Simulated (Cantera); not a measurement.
A perfectly stirred reactor is fed with 2.40 % CH2O, 1.54 % O2, 96.1 % N2, equivalence ratio 1.6, at 1000000 Pa; it is held at 925 K, and followed from long to short residence time.

Model: GRI-Mech 3.0 (53 species, 325 reactions), integrated in Cantera.

One state of this run: x CH2O = 0.0203; x O2 = 0.0127; x HO2 = 4.15e-5; x C2H = <1e-12; x CH3 = <1e-12. x: mole fraction; the columns are a selection and need not sum to one.

Question: Which value of τ (s) does it belong to?
(A) 0.54
(B) 0.19
(C) 0.0027
(D) 0.0077

Answer: C, 0.0027
